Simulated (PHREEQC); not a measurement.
PHREEQC input (Pitzer model, pitzer.dat):

```
SOLUTION 1
  temp 25
  units mol/kgw
  pH 7 charge
  Cl 0.226
  Sr 0.014
  Ca 0.014
  Na 0.17
END
USE solution 1
INCREMENTAL_REACTIONS false
REACTION 1
  H2O -1
  0 9.886 18.011 24.689 30.178 34.689 38.397 41.444
  43.949 46.007 47.699 49.089 50.232 51.172 51.944 52.578
  53.1 53.528 53.88 54.17 54.408 54.603 54.764 54.896
  55.005 55.094 55.168 55.228 moles
EQUILIBRIUM_PHASES 1
  Halite 0 0
  Portlandite 0 0
SELECTED_OUTPUT 1
  -reset false
  -pH true
  -pe true
  -ionic_strength true
  -water true
  -activities H2O
  -totals Ca Cl Na Sr
  -molalities H+ Na+ Ca+2 Sr+2 Cl- OH-
  -equilibrium_phases Halite Portlandite
PRINT
  -reset false
END
```

Selected output (columns that matter, 21 of 28 rows; water left (kg) added in front):

```
water left (kg)	pH	mu	Ca	Cl	Na	Sr	m_H+	m_Na+	m_Ca+2	m_Sr+2	m_Cl-	m_OH-	la_H2O	Halite
1	6.9501	0.254	0.014	0.226	0.17	0.014	1.422e-07	0.17	0.014	0.014	0.226	1.422e-07	-0.003018	0
0.821894	6.9417	0.30904	0.017034	0.27497	0.20684	0.017034	1.4466e-07	0.20684	0.017034	0.017034	0.27497	1.4466e-07	-0.0036693	0
0.555203	6.9204	0.45749	0.025216	0.40706	0.30619	0.025216	1.4931e-07	0.30619	0.025216	0.025216	0.40706	1.4931e-07	-0.0054389	0
0.456313	6.9069	0.55663	0.030681	0.49527	0.37255	0.030681	1.5135e-07	0.37255	0.030681	0.030681	0.49527	1.5135e-07	-0.0066336	0
0.375043	6.891	0.67726	0.037329	0.6026	0.45328	0.037329	1.5307e-07	0.45328	0.037329	0.037329	0.6026	1.5307e-07	-0.0081028	0
0.253345	6.8506	1.0026	0.055261	0.89206	0.67102	0.055261	1.55e-07	0.67102	0.055261	0.055261	0.89206	1.55e-07	-0.012162	0
0.208215	6.8248	1.2199	0.067238	1.0854	0.81646	0.067238	1.5484e-07	0.81646	0.067238	0.067238	1.0854	1.5484e-07	-0.01496	0
0.171138	6.7943	1.4842	0.081805	1.3206	0.99335	0.081805	1.5362e-07	0.99335	0.081805	0.081805	1.3206	1.5362e-07	-0.018467	0
0.115613	6.7145	2.197	0.12109	1.9548	1.4704	0.12109	1.4689e-07	1.4704	0.12109	0.12109	1.9548	1.4689e-07	-0.028553	0
0.0950203	6.6625	2.6731	0.14734	2.3784	1.7891	0.14734	1.408e-07	1.7891	0.14734	0.14734	2.3784	1.408e-07	-0.035847	0
0.0641769	6.524	3.9578	0.21815	3.5215	2.6489	0.21815	1.22e-07	2.6489	0.21815	0.21815	3.5215	1.22e-07	-0.057984	0
0.0527548	6.4322	4.8147	0.26538	4.284	3.2225	0.26538	1.0921e-07	3.2225	0.26538	0.26538	4.284	1.0921e-07	-0.074867	0
0.0433504	6.3206	5.8592	0.32295	5.2133	3.9215	0.32295	9.4444e-08	3.9215	0.32295	0.32295	5.2133	9.4444e-08	-0.097846	0
0.0292979	6.1375	7.4116	0.47785	6.4559	4.5445	0.47785	8.3057e-08	4.5445	0.47785	0.47785	6.4559	8.3057e-08	-0.13289	0.036855
0.0240733	6.0845	7.7062	0.58156	6.5431	4.2168	0.58156	9.0139e-08	4.2168	0.58156	0.58156	6.5431	9.0139e-08	-0.13567	0.068487
0.0197855	6.0192	8.0743	0.70759	6.6591	3.8288	0.70759	9.9125e-08	3.8288	0.70759	0.70759	6.6591	9.9125e-08	-0.1395	0.094246
0.0133718	5.8373	9.1336	1.047	7.0397	2.8518	1.047	1.2473e-07	2.8518	1.047	1.047	7.0397	1.2473e-07	-0.15285	0.13187
0.0109937	5.7094	9.9095	1.2735	7.3626	2.2688	1.2735	1.4202e-07	2.2688	1.2735	1.2735	7.3626	1.4202e-07	-0.16497	0.14506
0.00902992	5.544	10.952	1.5504	7.8508	1.6492	1.5504	1.617e-07	1.6492	1.5504	1.5504	7.8508	1.617e-07	-0.18447	0.15511
0.00609331	5.0418	14.348	2.2976	9.7531	0.56274	2.2976	1.9442e-07	0.56274	2.2976	2.2976	9.7531	1.9442e-07	-0.2719	0.16657
0.00501235	4.669	17.003	2.7931	11.417	0.24426	2.7931	1.9779e-07	0.24426	2.7931	2.7931	11.417	1.9779e-07	-0.36185	0.16878
```
